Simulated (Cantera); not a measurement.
Input: 1 mol SiC, 0.13 mol H2O, 50 mol N2, equilibrated at 3830 Torr.

Method: chemical equilibrium by Gibbs-energy minimisation in Cantera with the NASA 1993 tables (ideal gas, pure condensed phases). Candidate condensed phases: C, C6H6, C7H8, C8H18, H2O, Si, SiC, SiO2, Si2N2O, Si3N4; 151 gas species. N2 is the only nitrogen source here; it is nearly inert below about 1500 K, so the nitride shown seldom forms there in practice. Mutual solubility and eutectic melting of coexisting phases are not modelled. Kinetics and transport are ignored.

Which condensed phases are stable at each of these points (T (°C)): 727, 827, 927, 1027, 1127, 1227, 1327, 1427, 1527, 1627, 1727, 1827, 1927?


```
T (°C)                    condensed phases  Si condensed (%)
------  ----------------------------------  ----------------
727     C(graphite) + Si2N2O(s) + Si3N4(s)             100.0
827     C(graphite) + Si2N2O(s) + Si3N4(s)             100.0
927     C(graphite) + Si2N2O(s) + Si3N4(s)             100.0
1027    C(graphite) + Si2N2O(s) + Si3N4(s)             100.0
1127    C(graphite) + Si2N2O(s) + Si3N4(s)             100.0
1227    C(graphite) + Si2N2O(s) + Si3N4(s)             100.0
1327    C(graphite) + Si2N2O(s) + Si3N4(s)             100.0
1427    C(graphite) + Si2N2O(s) + Si3N4(s)             100.0
1527    C(graphite) + Si2N2O(s) + Si3N4(s)             100.0
1627                     SiC(s) + Si3N4(s)              99.9
1727                     SiC(s) + Si3N4(s)              99.6
1827                     SiC(s) + Si3N4(s)              98.7
1927                     SiC(s) + Si3N4(s)              96.6
```

From 727 °C to 1527 °C the condensed part is C(graphite) + Si2N2O(s) + Si3N4(s). From 1627 °C to 1927 °C the condensed part is SiC(s) + Si3N4(s).
